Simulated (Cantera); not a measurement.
Input: 1 mol Fe, 0.41 mol NH3, 19 mol H2, 0.058 mol H2O, at 1850 K and 1 atm.

Equilibrium computed with Cantera from the NASA thermochemical tables; the gas is ideal and each condensed phase is pure. Candidate condensed phases: Fe, FeO, Fe(OH)2, Fe(OH)3, Fe2O3, Fe3O4, H2O; 27 gas species. Kinetics and transport are ignored.

Base state: H2 0.986, N2 0.0103, H2O 0.00292, H 0.000531, Fe 5.78e-5 (mole fractions); condensed: Fe(l).

What changes in the equilibrium state with this change: Fe replaced by Pb?


```tsv
species	before	after
H2	0.986	0.939
Pb	0	0.0479
N2	0.0103	0.00982
Fe	5.78e-5	0
Pb2	0	1.54e-5
H2O	0.00292	0.00278
Fe(l), mol	0.999	0
```
Further candidate phases: Pb, PbO, PbO2, Pb3O4.
